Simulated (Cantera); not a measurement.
Gas mixture: C₂H₆ = 0.91 (molar parts), at 10.00 Torr, frozen composition.

Cantera's kinetic-theory transport with the Lennard-Jones parameters of GRI-Mech 3.0, ideal gas; thermal conductivity in the mixture-averaged form. The composition is frozen, though it would react at the higher temperatures.

D: mixture-averaged diffusion coefficient of that species in the mixture.

```tsv
T (K)	ρ (kg/m³)	cp (J/kg/K)	μ (µPa s)	λ (mW/m/K)	Pr	D (cm²/s) CH₃	D (cm²/s) C₂H₂	D (cm²/s) H₂O
400	0.0121	2167	12.3	35.6	0.750	20.6	15.2	20.1
600	0.00803	…	…	…	0.751	…	…	…
800	0.00603	…	…	…	0.749	…	…	…
1000	0.00482	4080	25.7	140	0.751	103	78.1	113
1200	0.00402	4449	29.3	174	0.750	140	107	157
1400	0.00344	4736	32.6	206	0.749	182	139	205
```

### Question
Complete the blanks.

### Answer

- 600, cp (J/kg/K): 2972
- 600, μ (µPa s): 17.4
- 600, λ (mW/m/K): 69.0
- 600, D (cm²/s) CH₃: 42.6
- 600, D (cm²/s) C₂H₂: 31.9
- 600, D (cm²/s) H₂O: 44.2
- 800, cp (J/kg/K): 3591
- 800, μ (µPa s): 21.8
- 800, λ (mW/m/K): 105
- 800, D (cm²/s) CH₃: 70.3
- 800, D (cm²/s) C₂H₂: 53.0
- 800, D (cm²/s) H₂O: 75.5
